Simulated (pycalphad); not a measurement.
Source of the numbers: pycalphad with the COST 507 light-alloy database (1999); pressure 1 atm. The data set is of 1999 and partly superseded. Amounts are mole fractions of atoms.

Q: Give the equilibrium state of Al-45N (at.%) at 627 °C.

A: ALN, fraction 0.900, with 50.0 N at.%; FCC_A1, fraction 0.100, with <0.01 N at.%.

Q: Give the equilibrium state of Al-45N (at.%) at 1627 °C.

A: ALN, fraction 0.900, with 50.0 N at.%; LIQUID, fraction 0.100, with 0.11 N at.%.

Database names, with the compositions (at.%) that they take in these runs: ALN: Al 50 N 50. FCC_A1 is fcc.
